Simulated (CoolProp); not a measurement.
Computed with CoolProp (reference Helmholtz-energy equation of state, Lemmon 2005). It is a short technical equation, of lower accuracy than the large ones.

Give the vapour pressure (MPa), enthalpy of vaporisation (kJ/kg), liquid cp (kJ/(kg K)), vapour Z of saturated 1-butene at 242.3, 349.4 K.


| T (K) | p (MPa) | enthalpy of vaporisation (kJ/kg) | liquid cp (kJ/(kg K)) | vapour Z |
|---|---|---|---|---|
| 242.3 | 0.0348 | 414 | 2.08 | 0.980 |
| 349.4 | 1.10 | 293 | 2.67 | 0.788 |
